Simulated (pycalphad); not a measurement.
Source of the numbers: pycalphad with the COST 507 light-alloy database (1999); pressure 1 atm. The database dates from 1999; later assessments differ in places, in temperatures and in the compounds included. Amounts are mole fractions of atoms.

**Question.** Give the equilibrium state of Mg-0.1367Si-14.28Al (wt.%) at 525 K.

**Answer.** hcp, fraction 0.756, with <0.01 Si, 4.6 Al wt.%; ALMG_GAMMA, fraction 0.240, with no Si, 43.7 Al wt.%; MG2SI, fraction 0.004, with 36.6 Si, no Al wt.%.

**Question.** Give the equilibrium state of Mg-0.1367Si-14.28Al (wt.%) at 800 K.

**Answer.** liquid, fraction 0.518, with 0.26 Si, 21.4 Al wt.%; hcp, fraction 0.482, with <0.01 Si, 6.5 Al wt.%.

Database names, with the compositions (at.%) that they take in these runs: MG2SI: Mg 67 Si 33; ALMG_GAMMA: Mg 59 Al 40. An entry "none" or "no" means that the model of the phase leaves that element out.
